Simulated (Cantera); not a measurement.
A closed system holds: 1 mol MgCO3, a varied amount of H2, 2.4 mol H2O, held at 702 °C and 1050 Torr.

Method: chemical equilibrium by Gibbs-energy minimisation in Cantera with the NASA 1993 tables (ideal gas, pure condensed phases). Candidate condensed phases: C, C6H6, C7H8, C8H18, H2O, Mg, MgCO3, MgO, Mg(OH)2; 116 gas species. The numbers say what is thermodynamically allowed, not how fast it happens.

Problem. At 0.29 mol H2, list the 4 most abundant gas species with their mole fractions, and the condensed phases.

Solution. H2O 0.666, CO2 0.256, H2 0.0634, CO 0.0152. Condensed: MgO(s).
